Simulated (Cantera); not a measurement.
Thermodynamics of silicon nitride deposition, feed SiH2Cl2 + N2

Feed: 1 mol SiH2Cl2, 12 mol N2, equilibrated at 4.10 mbar.

Cantera equilibrium calculation (NASA polynomials, part measured and part estimated; ideal gas, pure solids and liquids). Candidate condensed phases: NH4Cl, Si, Si3N4; 28 gas species. N2 is the only nitrogen source here; it is nearly inert below about 1500 K, so the nitride shown seldom forms there in practice. The tables' values for SiCl, SiCl3, SiN are old estimates; treat these amounts as uncertain. Equilibrium is a limit: real reactors are often held back by kinetics, nucleation or transport.

```json
[
 {"T (°C)": "727", "log p N2": "-2.45", "log p HCl": "-3.37", "log p H2": "-4.02", "log p SiCl2": "-8.04", "log p Si": "<-14", "log p SiCl4": "-4.32", "log p H": "-10.65", "n Si3N4(s)": "0.282", "n Si(l)": "0"},
 {"T (°C)": "827", "log p N2": "-2.45", "log p HCl": "-3.36", "log p H2": "-4.05", "log p SiCl2": "-6.73", "log p Si": "<-14", "log p SiCl4": "-4.36", "log p H": "-9.61", "n Si3N4(s)": "0.285", "n Si(l)": "0"},
 {"T (°C)": "927", "log p N2": "-2.45", "log p HCl": "-3.35", "log p H2": "-4.07", "log p SiCl2": "-5.64", "log p Si": "<-14", "log p SiCl4": "-4.41", "log p H": "-8.74", "n Si3N4(s)": "0.286", "n Si(l)": "0"},
 {"T (°C)": "1027", "log p N2": "-2.45", "log p HCl": "-3.35", "log p H2": "-4.07", "log p SiCl2": "-4.78", "log p Si": "-12.93", "log p SiCl4": "-4.56", "log p H": "-7.99", "n Si3N4(s)": "0.275", "n Si(l)": "0"},
 {"T (°C)": "1127", "log p N2": "-2.45", "log p HCl": "-3.40", "log p H2": "-3.98", "log p SiCl2": "-4.20", "log p Si": "-10.94", "log p SiCl4": "-4.98", "log p H": "-7.31", "n Si3N4(s)": "0.238", "n Si(l)": "0"},
 {"T (°C)": "1227", "log p N2": "-2.46", "log p HCl": "-3.50", "log p H2": "-3.84", "log p SiCl2": "-3.90", "log p Si": "-9.22", "log p SiCl4": "-5.76", "log p H": "-6.68", "n Si3N4(s)": "0.182", "n Si(l)": "0"},
 {"T (°C)": "1327", "log p N2": "-2.46", "log p HCl": "-3.65", "log p H2": "-3.73", "log p SiCl2": "-3.75", "log p Si": "-7.72", "log p SiCl4": "-6.65", "log p H": "-6.13", "n Si3N4(s)": "0.128", "n Si(l)": "0"},
 {"T (°C)": "1427", "log p N2": "-2.46", "log p HCl": "-3.82", "log p H2": "-3.66", "log p SiCl2": "-3.66", "log p Si": "-6.40", "log p SiCl4": "-7.54", "log p H": "-5.66", "n Si3N4(s)": "0.0858", "n Si(l)": "0"},
 {"T (°C)": "1527", "log p N2": "-2.46", "log p HCl": "-3.89", "log p H2": "-3.65", "log p SiCl2": "-3.65", "log p Si": "-5.50", "log p SiCl4": "-8.17", "log p H": "-5.27", "n Si3N4(s)": "0", "n Si(l)": "0.208"},
 {"T (°C)": "1627", "log p N2": "-2.46", "log p HCl": "-3.88", "log p H2": "-3.66", "log p SiCl2": "-3.66", "log p Si": "-4.90", "log p SiCl4": "-8.58", "log p H": "-4.93", "n Si3N4(s)": "0", "n Si(l)": "0.181"},
 {"T (°C)": "1727", "log p N2": "-2.46", "log p HCl": "-3.87", "log p H2": "-3.68", "log p SiCl2": "-3.68", "log p Si": "-4.36", "log p SiCl4": "-8.96", "log p H": "-4.63", "n Si3N4(s)": "0", "n Si(l)": "0.0680"},
 {"T (°C)": "1827", "log p N2": "-2.47", "log p HCl": "-3.80", "log p H2": "-3.74", "log p SiCl2": "-3.74", "log p Si": "-4.10", "log p SiCl4": "-9.17", "log p H": "-4.38", "n Si3N4(s)": "0", "n Si(l)": "0"}
]
```
log p: log10 of the partial pressure in bar; n: condensed amount in mol.

From 727 °C to 1427 °C the condensed part is Si3N4(s). From 1527 °C to 1727 °C the condensed part is Si(l). At 1827 °C nothing is condensed. The main Si-bearing gas is SiCl4 at 727 °C and SiCl2 at 1827 °C. The share of Si in condensed phases is highest at 927 °C (85.7 %) and lowest at 1827 °C (0.0 %).
